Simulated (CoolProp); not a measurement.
Model: reference Helmholtz-energy equation of state, Thol 2017, in CoolProp.

**Question.** For octamethyltrisiloxane (MDM), give the phase and the cp (kJ/(kg K)), speed of sound (m/s), fugacity coefficient at 247.4 K and 0.0393 MPa; 518.8 K and 0.125 MPa.

**Answer.** 
- 247.4 K and 0.0393 MPa: liquid; cp 1.68, speed of sound 1100, fugacity coefficient 0.000189
- 518.8 K and 0.125 MPa: gas; cp 1.99, speed of sound 131, fugacity coefficient 0.960
